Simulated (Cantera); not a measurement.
A Cantera script and what it prints.

```python
import numpy as np
import cantera as ct

gas_names = """
    CL CL2 H HCL H2 N NH NH2 NH3 N2 N2H2 N2H4 Si SiCL SiCL2 SiCL3 SiCL4 SiH SiHCL3 SiH2 SiH2CL2 SiH3
    SiH3CL SiH4 SiN Si2 Si2N Si3
""".split()
cond_names = """
    NH4CL(a) NH4CL(b) Si(cr) Si(L) Si3N4(a)
""".split()


def load(file, names, dense=False):
    # The tables refer to 1 bar. Condensed volumes are neglected.
    table = {s.name: s for s in ct.Species.list_from_file(file)}
    out = []
    for n in names:
        d = dict(table[n].input_data)
        d["thermo"] = dict(d["thermo"], **{"reference-pressure": 1e5})
        if dense:
            d["equation-of-state"] = {"model": "constant-volume", "density": "1e6 g/cm^3"}
        out.append(ct.Species.from_dict(d))
    return out


gas = ct.Solution(thermo="ideal-gas", species=load("nasa_gas.yaml", gas_names))
cond = {s.name: ct.Solution(thermo="fixed-stoichiometry", species=[s], name=s.name)
        for s in load("nasa_condensed.yaml", cond_names, dense=True)}
atoms = {
    'SiCl4': {'Si': 1, 'CL': 4},
    'NH3': {'N': 1, 'H': 3},
    'H2': {'H': 2},
}
top_T = {'Si3N4(a)': 2400}  # K; cautious upper limits of use, not melting points


def equilibrate(T, P, feed):
    n = {}
    for name, mol in feed.items():
        for a, k in atoms[name].items():
            n[a] = n.get(a, 0.0) + k * mol
    gas.TPX = T, P, n
    mass = sum(n.values()) * gas.mean_molecular_weight
    gas.equilibrate("TP")
    valid = [c for c in cond.values() if c.min_temp <= T <= top_T.get(c.name, c.max_temp)]
    mix = ct.Mixture([(gas, mass / gas.mean_molecular_weight)] + [(c, 0.0) for c in valid])
    mix.T, mix.P = T, P
    mix.equilibrate("TP", solver="vcs", rtol=1e-11, max_steps=5000)
    return mix


results = []
feed = {'SiCl4': 1, 'NH3': 33, 'H2': 0.36}  # mol
P = 1800  # Pa
for T in [998, 1098, 1198, 1298, 1398, 1498, 1598, 1698, 1798, 1898, 1998, 2098]:
    mix = equilibrate(T, P, feed)
    results.append((T, P, feed, dict(zip(mix.species_names, mix.species_moles))))
    x = sorted(zip(gas.X, gas.species_names), reverse=True)
    print(f"T = {T:g} K  P = {P:g} Pa  gas = {mix.phase_moles(0):.4g} mol")
    print("   x: " + "  ".join(f"{s} {v:.3e}" for v, s in x if v > 0.001))
    print("   condensed (mol): " + ("  ".join(f"{mix.phase(i).name} {mix.phase_moles(i):.4g}"
          for i in range(1, mix.n_phases) if mix.phase_moles(i) > 1e-12) or "none"))
```

Output:

```
T = 998 K  P = 1800 Pa  gas = 67.69 mol
   x: H2 7.070e-01  N2 2.339e-01  HCL 5.907e-02
   condensed (mol): Si3N4(a) 0.3332
T = 1098 K  P = 1800 Pa  gas = 67.69 mol
   x: H2 7.070e-01  N2 2.339e-01  HCL 5.907e-02
   condensed (mol): Si3N4(a) 0.3332
T = 1198 K  P = 1800 Pa  gas = 67.69 mol
   x: H2 7.070e-01  N2 2.339e-01  HCL 5.907e-02
   condensed (mol): Si3N4(a) 0.3331
T = 1298 K  P = 1800 Pa  gas = 67.69 mol
   x: H2 7.070e-01  N2 2.339e-01  HCL 5.901e-02
   condensed (mol): Si3N4(a) 0.3325
T = 1398 K  P = 1800 Pa  gas = 67.7 mol
   x: H2 7.071e-01  N2 2.340e-01  HCL 5.870e-02
   condensed (mol): Si3N4(a) 0.3292
T = 1498 K  P = 1800 Pa  gas = 67.73 mol
   x: H2 7.073e-01  N2 2.343e-01  HCL 5.752e-02
   condensed (mol): Si3N4(a) 0.3163
T = 1598 K  P = 1800 Pa  gas = 67.81 mol
   x: H2 7.080e-01  N2 2.351e-01  HCL 5.411e-02  SiCL2 2.379e-03
   condensed (mol): Si3N4(a) 0.2788
T = 1698 K  P = 1800 Pa  gas = 67.99 mol
   x: H2 7.092e-01  N2 2.367e-01  HCL 4.732e-02  SiCL2 5.666e-03
   condensed (mol): Si3N4(a) 0.2029
T = 1798 K  P = 1800 Pa  gas = 68.45 mol
   x: H2 7.060e-01  N2 2.410e-01  HCL 4.237e-02  SiCL2 7.886e-03  H 2.205e-03
   condensed (mol): Si(L) 0.4349
T = 1898 K  P = 1800 Pa  gas = 68.59 mol
   x: H2 7.027e-01  N2 2.405e-01  HCL 4.331e-02  SiCL2 7.242e-03  H 4.884e-03
   condensed (mol): Si(L) 0.4266
T = 1998 K  P = 1800 Pa  gas = 68.91 mol
   x: H2 6.965e-01  N2 2.394e-01  HCL 4.381e-02  H 9.978e-03  SiCL2 6.616e-03  Si 2.363e-03
   condensed (mol): Si(L) 0.314
T = 2098 K  P = 1800 Pa  gas = 69.58 mol
   x: H2 6.847e-01  N2 2.370e-01  HCL 4.426e-02  H 1.898e-02  Si 6.730e-03  SiCL2 5.694e-03
   condensed (mol): none
```

These are equilibrium values from Cantera (NASA tables, ideal gas, pure condensed phases), not measurements of a reactor. The tables' values for SiCl, SiN, SiCl3 are old estimates; treat these amounts as uncertain. Gases not in the tables: Si2H6 and higher silanes.
